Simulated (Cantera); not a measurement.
Input (Python, Cantera):

```python
import numpy as np
import cantera as ct

gas = ct.Solution("h2o2.yaml")
gas.TPX = 1025, 350, {'H2': 0.36, 'O2': 1}
reactor = ct.IdealGasConstPressureReactor(gas, energy="off", clone=False)
net = ct.ReactorNet([reactor])
net.rtol, net.atol = 1e-08, 1e-18
show = ['H2', 'O2', 'HO2', 'H2O2', 'OH']
times = np.geomspace(0.0002, 7, 14)

steps = ct.SolutionArray(gas, extra=["t"])
rows = []
print(f"{'t/s':>10s}{'T/K':>9s}{'P/Pa':>11s}" + "".join(f"{s:>11s}" for s in show))
for t in times:
    while net.time < t:
        t_next = net.step()
        steps.append(gas.state, t=t_next)
    rows.append([np.interp(t, steps.t, y) for y in (steps.T, steps.P, *steps(*show).X.T)])
    print(f"{t:10.3e}{rows[-1][0]:9.1f}{rows[-1][1]:11.4g}" + "".join(f"{x:11.3e}" for x in rows[-1][2:]))
rate = np.gradient(steps.T, steps.t)
print("integrator steps:", len(steps.t))
if steps.T.max() > steps.T[0] + 200:
    print(f"time of steepest temperature rise: {steps.t[rate.argmax()]:.4e} s")
gas.TPX = 1025, 350, {'H2': 0.36, 'O2': 1}
gas.equilibrate("TP")
print(f"equilibrium (TP): T = {gas.T:.1f} K  " + "  ".join(f"{s} {gas[s].X[0]:.3e}" for s in show))
```

Output:

```
       t/s      T/K       P/Pa         H2         O2        HO2       H2O2         OH
 2.000e-04   1025.0        350  2.647e-01  7.353e-01  1.933e-10  1.856e-14  1.749e-11
 4.473e-04   1025.0        350  2.647e-01  7.353e-01  4.326e-10  9.284e-14  6.132e-11
 1.000e-03   1025.0        350  2.647e-01  7.353e-01  9.697e-10  4.647e-13  2.737e-10
 2.237e-03   1025.0        350  2.647e-01  7.353e-01  2.215e-09  2.343e-12  3.073e-09
 5.003e-03   1025.0        350  2.647e-01  7.353e-01  1.382e-08  1.634e-11  4.608e-07
 1.119e-02   1025.0        350  1.473e-01  6.805e-01  2.568e-06  1.077e-07  6.445e-03
 2.502e-02   1025.0        350  1.188e-02  6.201e-01  3.861e-06  6.288e-08  5.535e-03
 5.595e-02   1025.0        350  9.153e-03  6.456e-01  4.368e-06  8.702e-08  4.944e-03
 1.251e-01   1025.0        350  4.229e-03  6.761e-01  4.695e-06  1.348e-07  3.388e-03
 2.798e-01   1025.0        350  8.542e-04  6.914e-01  3.640e-06  1.709e-07  1.483e-03
 6.258e-01   1025.0        350  1.157e-04  6.943e-01  1.551e-06  1.249e-07  5.374e-04
 1.400e+00   1025.0        350  1.900e-05  6.948e-01  4.396e-07  6.396e-08  2.209e-04
 3.130e+00   1025.0        350  4.308e-06  6.949e-01  1.259e-07  3.114e-08  1.071e-04
 7.000e+00   1025.0        350  1.245e-06  6.949e-01  4.114e-08  1.548e-08  5.845e-05
integrator steps: 1798
equilibrium (TP): T = 1025.0 K  H2 1.126e-09  O2 6.949e-01  HO2 1.434e-09  H2O2 5.791e-11  OH 1.799e-06
```

Detailed kinetics in Cantera: the H2/O2 subset of GRI-Mech 3.0, which has no nitrogen chemistry. Radical loss at walls, strong at low pressure, is not modelled. The temperature is held fixed by assumption; the heat of reaction is taken as removed at once.
